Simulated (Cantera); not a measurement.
A perfectly stirred reactor is fed with CH₄ : CO : O₂ : N₂ = 1 : 1.1 : 2.97 : 13.3 (molar parts), at 0.530 bar; it is adiabatic with a 675 K inlet, and is followed from long to short residence time, starting on the burning branch (τ in s: 0.12, 0.061, 0.031, 0.016, 0.0078, 0.0039, 0.002, 0.00099, 0.0005, 0.00025, 0.00013, 6.4e-05, 3.2e-05).

Cantera simulation using GRI-Mech 3.0 (53 species, 325 reactions); the numbers are that mechanism's predictions, not measurements.

x: mole fraction; the columns are a selection and need not sum to one.

```csv
τ (s),T (K),x CH₄,x CO,x O₂,x C₂H₆,x H₂
0.12,2196,2.43e-6,0.00886,0.0265,<1e-12,0.00165
0.061,2178,4.14e-6,0.0106,0.0275,1.28e-12,0.00200
0.031,2150,6.78e-6,0.0131,0.0289,3.21e-12,0.00254
0.016,2112,1.08e-5,0.0162,0.0306,7.48e-12,0.00327
0.0078,2061,1.81e-5,0.0202,0.0327,1.87e-11,0.00424
0.0039,2003,3.05e-5,0.0242,0.0349,4.74e-11,0.00532
0.0020,1940,5.20e-5,0.0281,0.0371,1.25e-10,0.00642
0.00099,1870,9.58e-5,0.0324,0.0397,3.93e-10,0.00753
0.00050,1797,0.000185,0.0373,0.0428,?,0.00845
0.00025,1719,0.000404,0.0444,0.0475,?,0.00912
0.00013,1630,0.00106,0.0567,0.0560,?,0.00969
6.4e-5,675,0.0544,0.0599,0.162,<1e-12,<1e-12
3.2e-5,675,0.0544,0.0599,0.162,<1e-12,<1e-12
```

Question: Some entries are withheld; supply them.

Answer: 
- 0.00050, x C₂H₆: 1.42e-9
- 0.00025, x C₂H₆: 7.03e-9
- 0.00013, x C₂H₆: 6.19e-8
